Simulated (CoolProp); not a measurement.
Properties of R410A along the isotherm 304.7 K.

Model: reference Helmholtz-energy equation of state, Lemmon 2003, in CoolProp. It is a pseudo-pure fit of the blend.

```csv
p (kPa),phase,density (kg/m³),cp (kJ/(kg K))
490,gas,14.94,0.8981
980,gas,32.19,1.013
2940,liquid,1036,1.739
3430,liquid,1041,1.718
3920,liquid,1046,1.699
4410,liquid,1051,1.681
4900,liquid,1056,1.665
5390,liquid,1060,1.651
5880,liquid,1064,1.638
6370,liquid,1068,1.625
6860,liquid,1072,1.614
7350,liquid,1076,1.603
```
